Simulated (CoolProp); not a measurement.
The fluid at 292.81 K and 4.16 MPa flows at 1.4 m/s in a round tube of 25 mm bore and 1.5 µm roughness, fully developed (64/Re and Nu = 3.66 if laminar; Colebrook and Gnielinski if turbulent). The same conditions are run with several fluids, on thermodynamics alone (safety and materials aside).

Computed with CoolProp (reference Helmholtz-energy equation of state of each fluid (sulfur hexafluoride: Guder 2009; R142b: Lemmon 2006; ethanol: Schroeder 2014; R507A: Lemmon 2003; propane: Lemmon 2009)). Blends and air are pseudo-pure fits.

| fluid | Reynolds number | Darcy friction factor | pressure drop (Pa/m) | heat-transfer coefficient (W/(m² K)) | mass flow (kg/h) |
|---|---|---|---|---|---|
| sulfur hexafluoride | 348000 | 0.0147 | 839 | 2700 | 3600 |
| R142b | 155000 | 0.0169 | (withheld) | 2310 | 2810 |
| ethanol | 22500 | 0.0253 | 786 | 1560 | 1960 |
| R507A | 255000 | (withheld) | 668 | 2620 | 2720 |
| propane | 163000 | 0.0167 | 333 | (withheld) | 1260 |

Some entries are withheld; supply them.


- R142b, pressure drop (Pa/m): 751
- R507A, Darcy friction factor: 0.0155
- propane, heat-transfer coefficient (W/(m² K)): 2420

Transport values come from each fluid's own correlations; those of R142b are estimates that may be off by 10 % or more.
